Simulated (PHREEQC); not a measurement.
Consider water at 25 °C with 2.3 mol KOH and 1.6 mol Na2SO4 per kg of water. Closed to the air; pH follows from the charge balance.

The numbers come from PHREEQC with the Pitzer model, pitzer.dat.

Task: The ionic strength comes out as 7.10 mol/kgw. What activity coefficients do SO4-2, Na+, K+, OH- get?

Result: SO4-2 0.017, Na+ 0.46, K+ 0.48, OH- 1.1. Single-ion values are on the MacInnes scale.

This is a speciation only: nothing precipitates in the calculation. The solution is supersaturated, for example in Glaserite, Arcanite, so a real one may precipitate; this is no full list. In brines, pH and single-ion activities rest on the MacInnes convention.
